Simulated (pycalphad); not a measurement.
An equivalent pycalphad script:

```python
from pycalphad import Database, equilibrium, calculate, variables as v
import numpy as np
db = Database('COST507.tdb')
comps = ['TI', 'AL', 'C', 'VA']
phases = ['AL11TI5', 'AL2TI', 'AL3M_D022', 'AL4C3', 'ALM_D019', 'ALTI', 'BCC_A2', 'FCC_A1', 'GRAPHITE', 'HCP_A3', 'LIQUID']
eq = equilibrium(db, comps, phases, {v.X('AL'): 0.0176, v.X('C'): 0.0132, v.T: np.arange(2850, 499, -50), v.P: 101325, v.N: 1}, output=['HM', 'SM'])
```

Computed with pycalphad from the COST 507 light-alloy database (1999), at 1 atm. No gas phase is included, though pure Al would boil below 2577 °C. The data set is of 1999 and partly superseded. The system is extrapolated from its subsystems; higher-order compounds may be missing. Amounts are mole fractions of atoms. Diffusion is slow at the low end, where real alloys seldom reach equilibrium.

Results at three of the temperatures:

```
T = 2500.00 K, P = 101325 Pa, N = 1 mol of atoms
G = -182891 J/mol, H = 92201 J/mol, S = 110.04 J/(mol K)  (SER reference)
chemical potentials (J/mol): Ti -179210, Al -265841, C -342517
phase             fraction      x(Ti)      x(Al)       x(C)
LIQUID              1.0000     0.9692     0.0176     0.0132
```

```
T = 2000.00 K, P = 101325 Pa, N = 1 mol of atoms
G = -130330 J/mol, H = 69321 J/mol, S = 99.83 J/(mol K)  (SER reference)
chemical potentials (J/mol): Ti -126710, Al -215178, C -282997
phase             fraction      x(Ti)      x(Al)       x(C)
LIQUID              1.0000     0.9692     0.0176     0.0132
```

```
T = 500.00 K, P = 101325 Pa, N = 1 mol of atoms
G = -21593 J/mol, H = 404 J/mol, S = 43.99 J/(mol K)  (SER reference)
chemical potentials (J/mol): Ti -16931, Al -123709, C -227799
phase             fraction      x(Ti)      x(Al)       x(C)
HCP_A3              0.9643     0.9817     0.0183   1.67e-05
FCC_A1              0.0357     0.6308   6.31e-15     0.3692
```

Changes of the phase set, refined by bisection:

```
T (°C)     phases above     phases below
------  ---------------  ---------------
1668.0           liquid     bcc + liquid
1665.3     bcc + liquid              bcc
1343.4              bcc        bcc + fcc
918.7         bcc + fcc  bcc + fcc + hcp
917.1   bcc + fcc + hcp        fcc + hcp
```

FCC_A1 is fcc; HCP_A3 is hcp. The fcc model also describes the rock-salt carbide or nitride (TiC, TiN, HfC).
